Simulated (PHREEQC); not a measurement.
## Buffer: an equilibrium model

Consider water at 25 °C with 0.0053 mol NaHCO3 and 0.21 mol NaF per kg of water. Closed to the air; pH follows from the charge balance.

Equilibrium calculation in PHREEQC: ion-association model, phreeqc.dat.

This is a speciation only: nothing precipitates in the calculation.

Predict the pH.

pH 7.92.

In which forms is C present?

HCO3- 91 %, NaHCO3 5.5 %, CO2 1.8 %, NaCO3- 1.0 %, CO3-2 0.8 % of the C.
